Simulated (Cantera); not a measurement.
A closed system holds: 1 mol B2O3, 9.2 mol H2, 22 mol N2, at 0.133 bar.

Equilibrium computed with Cantera from the NASA thermochemical tables; the gas is ideal and each condensed phase is pure. Candidate condensed phases: B, BN, B2O3, B3O3H3, H2O; 39 gas species. N2 is the only nitrogen source here; it is nearly inert below about 1500 K, so the nitride shown seldom forms there in practice. Mutual solubility and eutectic melting of coexisting phases are not modelled. Gases not in the tables: H3BO3. Kinetics and transport are ignored.

x: gas mole fraction; n: condensed amount in mol.

```json
[
 {"T (°C)": "1052", "x N2": "0.705", "x H2": "0.294", "x B2O3": "2.75e-6", "x HBO2": "0.000379", "x HBO": "1.58e-5", "n BN(s)": "[?]", "n B2O3(l)": "0.980"},
 {"T (°C)": "1152", "x N2": "0.705", "x H2": "0.293", "x B2O3": "3.22e-5", "x HBO2": "0.00108", "x HBO": "9.86e-5", "n BN(s)": "[?]", "n B2O3(l)": "0.964"},
 {"T (°C)": "1252", "x N2": "0.704", "x H2": "0.292", "x B2O3": "0.000269", "x HBO2": "0.00264", "x HBO": "0.000479", "n BN(s)": "[?]", "n B2O3(l)": "0.921"},
 {"T (°C)": "1352", "x N2": "0.701", "x H2": "0.289", "x B2O3": "0.00171", "x HBO2": "0.00571", "x HBO": "0.00190", "n BN(s)": "0.0584", "n B2O3(l)": "0.796"},
 {"T (°C)": "1452", "x N2": "0.692", "x H2": "0.280", "x B2O3": "0.00863", "x HBO2": "0.0111", "x HBO": "0.00633", "n BN(s)": "0.0545", "n B2O3(l)": "0.400"},
 {"T (°C)": "1552", "x N2": "0.683", "x H2": "0.272", "x B2O3": "0.0162", "x HBO2": "0.0139", "x HBO": "0.0117", "n BN(s)": "0", "n B2O3(l)": "0"},
 {"T (°C)": "1652", "x N2": "0.682", "x H2": "0.270", "x B2O3": "0.0150", "x HBO2": "0.0147", "x HBO": "0.0127", "n BN(s)": "0", "n B2O3(l)": "0"},
 {"T (°C)": "1752", "x N2": "0.682", "x H2": "0.267", "x B2O3": "0.0138", "x HBO2": "0.0153", "x HBO": "0.0135", "n BN(s)": "0", "n B2O3(l)": "0"},
 {"T (°C)": "1852", "x N2": "0.680", "x H2": "0.265", "x B2O3": "0.0126", "x HBO2": "0.0158", "x HBO": "0.0140", "n BN(s)": "0", "n B2O3(l)": "0"},
 {"T (°C)": "1952", "x N2": "0.678", "x H2": "0.261", "x B2O3": "0.0112", "x HBO2": "0.0161", "x HBO": "0.0141", "n BN(s)": "0", "n B2O3(l)": "0"}
]
```

Q: What belongs in the gaps?

A: 
- 1052, n BN(s): 0.0272
- 1152, n BN(s): 0.0325
- 1252, n BN(s): 0.0436
